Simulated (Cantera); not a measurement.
Feed: 1 mol Fe2O3, 330 mol H2, 1.5 mol N2, held at 1330 Pa.

Cantera equilibrium calculation (NASA polynomials, part measured and part estimated; ideal gas, pure solids and liquids). Candidate condensed phases: Fe, FeO, Fe(OH)2, Fe(OH)3, Fe2O3, Fe3O4, H2O; 27 gas species. Equilibrium is a limit: real reactors are often held back by kinetics, nucleation or transport.

log p: log10 of the partial pressure in bar; n: condensed amount in mol.

```tsv
T (K)	log p H2	log p H	log p H2O	log p Fe	log p N2	log p OH	n Fe(γ)	n Fe(δ)
1498	-1.88	-5.71	-3.92	-6.84	-4.22	?	2.00	0
1598	-1.88	-5.21	-3.92	-5.98	-4.22	?	1.97	0
1698	-1.88	-4.78	-3.92	-5.22	-4.22	?	0	1.85
1798	-1.88	-4.39	-3.92	-4.54	-4.22	?	0	1.29
1898	-1.89	-4.05	-3.92	-4.10	-4.22	?	0	0
1998	-1.89	-3.74	-3.92	-4.10	-4.23	?	0	0
2098	-1.90	-3.46	-3.93	-4.10	-4.23	?	0	0
2198	-1.90	-3.21	-3.93	-4.11	-4.23	?	0	0
```

Q: Fill in the missing entries.

A: 
- 1498, log p OH: -9.29
- 1598, log p OH: -8.66
- 1698, log p OH: -8.11
- 1798, log p OH: -7.61
- 1898, log p OH: -7.17
- 1998, log p OH: -6.78
- 2098, log p OH: -6.42
- 2198, log p OH: -6.09
